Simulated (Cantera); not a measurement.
## Hydrogen reduction and annealing atmospheres: FeS₂ + H₂

A closed system holds: 1 mol FeS₂, a varied amount of H₂, equilibrated at 827 °C and 240 Pa.

Method: chemical equilibrium by Gibbs-energy minimisation in Cantera with the NASA 1993 tables (ideal gas, pure condensed phases). Candidate condensed phases: Fe, FeS, FeS₂, S; 8 gas species. FeS: taken at fixed stoichiometry. Gases not in the tables: S₃ to S₇. Kinetics and transport are ignored.

| n(H₂) (mol) | x H₂ | x H₂S | x S₂ | x SH | x S | n FeS(s) |
|---|---|---|---|---|---|---|
| 0.62 | 0.271 | 0.391 | 0.338 | 0.000560 | 8.72e-7 | 1.00 |
| 1.2 | 0.436 | 0.416 | 0.147 | 0.000469 | 5.75e-7 | 1.00 |
| 2.4 | 0.640 | 0.319 | 0.0402 | 0.000297 | 3.01e-7 | 1.00 |
| 4.8 | 0.802 | 0.188 | 0.00892 | 0.000157 | 1.42e-7 | 1.00 |
| 9.6 | 0.898 | 0.0999 | 0.00200 | 7.85e-5 | 6.71e-8 | 1.00 |
| 19 | 0.948 | 0.0516 | 0.000479 | 3.95e-5 | 3.28e-8 | 1.00 |
| 38 | 0.974 | 0.0261 | 0.000116 | 1.97e-5 | 1.61e-8 | 1.00 |
x: gas mole fraction; n: condensed amount in mol.

From 0.62 mol H₂ to 38 mol H₂ the condensed part is FeS(s).
